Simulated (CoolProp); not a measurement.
Tetrahydrofuran at several states: Z from the reference equation and from simpler models built on Tc = 267.0 °C, pc = 53.04 bar, ω = 0.234; each cubic takes its own stable root.

Model: reference Helmholtz-energy equation of state, Fiedler 2023, in CoolProp.

| T (°C) | p (bar) | phase | reference |
|---|---|---|---|
| 240.55 | 176 | liquid | 0.4562 |
| -57.15 | 4.65 | liquid | 0.01925 |
| -27.55 | 212 | liquid | 0.7872 |

Problem. How far does each simpler model (van der Waals, Soave-Redlich-Kwong, Peng-Robinson) lie from the reference over these 3 states: mean and median of the absolute difference, and the worst?

Solution. 
- van der Waals: mean 56.0 %, median 60.3 %, worst +64.9 % at -57.15 °C and 4.65 bar
- Soave-Redlich-Kwong: mean 9.2 %, median 9.3 %, worst +9.6 % at -57.15 °C and 4.65 bar
- Peng-Robinson: mean 2.5 %, median 2.3 %, worst -3.1 % at -27.55 °C and 212 bar
